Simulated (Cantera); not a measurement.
Input: 1 mol SiCl₄, 0.54 mol Cl₂, 15 mol H₂, held at 1223.15 K and 3.20 bar.

Cantera equilibrium calculation (NASA polynomials, part measured and part estimated; ideal gas, pure solids and liquids). Candidate condensed phases: Si; 19 gas species. The tables' values for SiCl₃ are old estimates; treat these amounts as uncertain. Equilibrium is a limit: real reactors are often held back by kinetics, nucleation or transport.

Base state: H₂ 0.857, HCl 0.0828, SiCl₄ 0.0438, SiHCl₃ 0.0140, SiCl₃ 0.00152, SiH₂Cl₂ 0.000597, SiCl₂ 0.000422 (mole fractions); condensed: gas only.

Task: What changes in the equilibrium state with this change: pressure from 3.20 bar to 0.550 bar?

Result: 
```json
[
 {"species": "H₂", "before": "0.857", "after": "0.853"},
 {"species": "HCl", "before": "0.0828", "after": "0.0864"},
 {"species": "SiCl₄", "before": "0.0438", "after": "0.0416"},
 {"species": "SiHCl₃", "before": "0.0140", "after": "0.0127"},
 {"species": "SiCl₂", "before": "0.000422", "after": "0.00213"},
 {"species": "SiCl₃", "before": "0.00152", "after": "0.00333"}
]
```
